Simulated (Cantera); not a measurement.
A perfectly stirred reactor is fed with 17.2 % H2, 11.5 % O2, 71.3 % N2, equivalence ratio 0.75, at 150 Torr; it is held at 1400 K, and followed from long to short residence time.

Cantera simulation using GRI-Mech 3.0 (53 species, 325 reactions); the numbers are that mechanism's predictions, not measurements. The temperature is held fixed by assumption; the heat of reaction is taken as removed at once.

**Question.** Predict: x(H2) at τ = 6.50 s; x(O2) at τ = 6.50 s; x(H) at τ = 6.50 s; x(H2O) at τ = 6.50 s; x(H2O2) at τ = 6.50 s; x(H2) at τ = 88.0 ms; x(O2) at τ = 88.0 ms; x(H) at τ = 88.0 ms; x(H2O) at τ = 88.0 ms; x(H2O2) at τ = 88.0 ms.

**Answer.** 
- x(H2) at τ = 6.50 s = 0.000127
- x(O2) at τ = 6.50 s = 0.0314
- x(H) at τ = 6.50 s = 1.20e-5
- x(H2O) at τ = 6.50 s = 0.188
- x(H2O2) at τ = 6.50 s = 7.52e-8
- x(H2) at τ = 88.0 ms = 0.00214
- x(O2) at τ = 88.0 ms = 0.0319
- x(H) at τ = 88.0 ms = 0.000868
- x(H2O) at τ = 88.0 ms = 0.185
- x(H2O2) at τ = 88.0 ms = 4.22e-7
